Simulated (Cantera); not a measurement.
Charge: 1 mol CuO, 670 mol H₂, 2.9 mol N₂, held at 1973.15 K and 1.00 bar.

Equilibrium computed with Cantera from the NASA thermochemical tables; the gas is ideal and each condensed phase is pure. Candidate condensed phases: Cu, CuO, Cu(OH)₂, Cu₂O, H₂O; 27 gas species. Rates play no part.

Base state: H₂ 0.991, N₂ 0.00430, H₂O 0.00148, Cu 0.00148, H 0.00134 (mole fractions); condensed: gas only.

Question: What changes in the equilibrium state with this change: temperature from 1973.15 K to 725 K?

Answer: 
| species | before | after |
|---|---|---|
| H₂ | 0.991 | 0.994 |
| N₂ | 0.00430 | 0.00409 |
| H₂O | 0.00148 | 0.00149 |
| Cu | 0.00148 | <1e-9 |
| H | 0.00134 | <1e-9 |
| NH₃ | 1.36e-6 | 0.000434 |
| Cu(s), mol | 0 | 1.00 |
